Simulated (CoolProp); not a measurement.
Computed with CoolProp (reference Helmholtz-energy equation of state, Pan 2012).

Question: Give the vapour pressure (kPa), liquid density (kg/m³), liquid cp (kJ/(kg K)) of saturated R236FA at 362.4 K.

Answer: 
| T (K) | p (kPa) | liquid density (kg/m³) | liquid cp (kJ/(kg K)) |
|---|---|---|---|
| 362.4 | 1540 | 1090 | 1.53 |
